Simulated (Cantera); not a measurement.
Charge: 1 mol SiH₂Cl₂, 3.6 mol O₂, 1.2 mol H₂, held at 1248.15 K and 17.0 Pa.

Method: chemical equilibrium by Gibbs-energy minimisation in Cantera with the NASA 1993 tables (ideal gas, pure condensed phases). Candidate condensed phases: H₂O, Si, SiO₂; 30 gas species. The tables hold silica as quartz up to 1696 K and as liquid above; real silica turns to tridymite and cristobalite and melts near 1996 K. Equilibrium is a limit: real reactors are often held back by kinetics, nucleation or transport.

Task: What is the equilibrium state?

Result: 
```
Property                              Value
--------------------------------  ---------
x(O₂)                                 0.380
x(HCl)                                0.371
x(H₂O)                                0.236
x(Cl)                                0.0115
x(Cl₂)                             0.000385
x(OH)                               8.77e-5
x(ClO)                              3.34e-6
x(O)                                3.16e-6
n(SiO₂(β-quartz))                  1.00 mol
gas amount                        5.214 mol
log10 activity of Si(s) (absent)     -24.56
```
